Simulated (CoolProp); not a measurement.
A Linde-Hampson liquefier for ethane: isothermal reversible compression at 320 K from 1 atm to 40 MPa, throttling to 1 atm, return gas leaving the recuperator 2 K below the feed. Each further row changes one setting.

Model: reference Helmholtz-energy equation of state, Bücker 2006, in CoolProp.

```
case                        liquid yield per pass  compression work (kJ/kg of gas)
--------------------------  ---------------------  -------------------------------
as stated                                   0.458                              414
high pressure 80 MPa                        0.407                              499
warm-end temperature 350 K                  0.389                              482
warm-end gap 7 K                            0.451                              414
```
